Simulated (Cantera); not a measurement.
A Cantera script and what it prints.

```python
import numpy as np
import cantera as ct

gas_names = [...]  # 92 gases of nasa_gas.yaml made of C, H, N
cond_names = """
    C(gr) C6H6(L) C7H8(L) C8H18(L),n-octa
""".split()


# ... load() reads the species with a 1 bar reference pressure and builds the phases ...
atoms = {
    'C3H6': {'C': 3, 'H': 6},
    'NH3': {'N': 1, 'H': 3},
    'H2': {'H': 2},
}
top_T = {'C(gr)': 4500}  # K; cautious upper limits of use, not melting points


# ... equilibrate(T, P, feed) seeds the gas with the atoms and calls Mixture.equilibrate('TP', solver="vcs", rtol=1e-11, max_steps=5000) ...
results = []
feed = {'C3H6': 1, 'NH3': 0.011, 'H2': 45}  # mol
T = 2498.15  # K
P = 133.322  # Pa
mix = equilibrate(T, P, feed)
results.append((T, P, feed, dict(zip(mix.species_names, mix.species_moles))))
print(gas.report(threshold=0.001))
for i in range(1, mix.n_phases):
    print(f"{mix.phase(i).name:16s} {mix.phase_moles(i):12.5e} mol")
```

It prints:

```
       temperature   2498.2 K
          pressure   133.32 Pa
           density   1.0815e-05 kg/m^3
  mean mol. weight   1.6849 kg/kmol
   phase of matter   gas

                          1 kg             1 kmol
                     ---------------   ---------------
          enthalpy        9.9035e+07        1.6687e+08  J
   internal energy        8.6708e+07         1.461e+08  J
           entropy        1.4251e+05        2.4012e+05  J/K
    Gibbs function       -2.5698e+08       -4.3299e+08  J
 heat capacity c_p             17063             28750  J/K
 heat capacity c_v             12128             20435  J/K

                      mass frac. Y      mole frac. X     chem. pot. / RT
                     ---------------   ---------------   ---------------
    C2H2,acetylene          0.084113          0.005443           -34.034
                 H           0.29096           0.48636           -13.756
                H2           0.60674            0.5071           -27.511
     [  +89 minor]          0.018183          0.001093

C(gr)             2.16258e+00 mol
```

Equilibrium computed with Cantera from the NASA thermochemical tables; the gas is ideal and each condensed phase is pure.
